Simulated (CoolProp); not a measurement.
Ethanol along the isotherm 346.85 °C: density (kg/m³) from the reference equation and from simpler models built on Tc = 241.6 °C, pc = 6268 kPa, ω = 0.644; each cubic takes its own stable root.

Model: reference Helmholtz-energy equation of state, Schroeder 2014, in CoolProp.

```csv
p (kPa),phase,reference
2090,gas,19.48
4180,gas,40.84
6270,supercritical,64.65
8360,supercritical,91.81
10400,supercritical,122.8
12500,supercritical,160.6
14600,supercritical,204.0
16700,supercritical,248.8
18800,supercritical,289.0
20900,supercritical,322.1
23000,supercritical,349.2
25100,supercritical,371.9
27200,supercritical,391.3
29300,supercritical,408.1
31300,supercritical,422.2
```

Question: How far does each simpler model (van der Waals, Redlich-Kwong, Peng-Robinson) lie from the reference over these 15 states: mean and median of the absolute difference, and the worst?

Answer: 
- van der Waals: mean 14.7 %, median 15.8 %, worst +26.7 % at 346.85 °C and 12500 kPa
- Redlich-Kwong: mean 8.6 %, median 8.3 %, worst +17.5 % at 346.85 °C and 10400 kPa
- Peng-Robinson: mean 9.5 %, median 11.7 %, worst -15.7 % at 346.85 °C and 23000 kPa
